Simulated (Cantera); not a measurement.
**Diamond growth**

A diamond (100) surface in a fixed gas of H2 with x(CH4) = 0.024, x(H) = 0.021, x(CH3) = 1.2e-05, at 1325 K; coverages are run to steady state.

Computed with Cantera and the Harris–Goodwin 1993 mechanism for the reconstructed diamond (100) surface.

```csv
P (Pa),growth (µm/h),θ c6HH,θ c6H*,θ c6*H,θ c6**
970,0.0243,0.364,0.0520,0.533,0.0511
1400,0.0389,0.364,0.0520,0.533,0.0511
2200,0.0711,0.364,0.0521,0.533,0.0511
3200,0.120,0.364,0.0521,0.533,0.0512
4800,0.215,0.364,0.0522,0.533,0.0512
7200,0.393,0.364,0.0523,0.533,0.0512
11000,0.741,0.364,0.0524,0.532,0.0513
16000,1.29,0.364,0.0526,0.532,0.0513
```
θ: site fractions in the mechanism's names (c6HH fully hydrogenated, c6H* and c6*H radical sites, c6** diradical, c6HM methylated).
